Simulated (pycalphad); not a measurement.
Computed with pycalphad from the COST 507 light-alloy database (1999), at 1 atm. These are 1990s assessments: newer ones move some temperatures and phases. Phase fractions are per mole of atoms.

### Question
Give the equilibrium state of Al-10.47C (wt.%) at 1627 °C.

### Answer
```
T = 1900.00 K, P = 101325 Pa, N = 1 mol of atoms
G = -108752 J/mol, H = 35606 J/mol, S = 75.98 J/(mol K)  (SER reference)
chemical potentials (J/mol): Al -119217, C -68907
phase             fraction      x(Al)       x(C)
LIQUID              0.5249     0.9917     0.0083
AL4C3               0.4751     0.5714     0.4286
```

### Question
Give the equilibrium state of Al-10.47C (wt.%) at 377 °C.

### Answer
```
T = 650.00 K, P = 101325 Pa, N = 1 mol of atoms
G = -32180 J/mol, H = -6886 J/mol, S = 38.91 J/(mol K)  (SER reference)
chemical potentials (J/mol): Al -22376, C -69510
phase             fraction      x(Al)       x(C)
FCC_A1              0.5147     1.0000   3.03e-14
AL4C3               0.4853     0.5714     0.4286
```

Database names, with the compositions (at.%) that they take in these runs: AL4C3: Al 57 C 43. FCC_A1 is fcc.
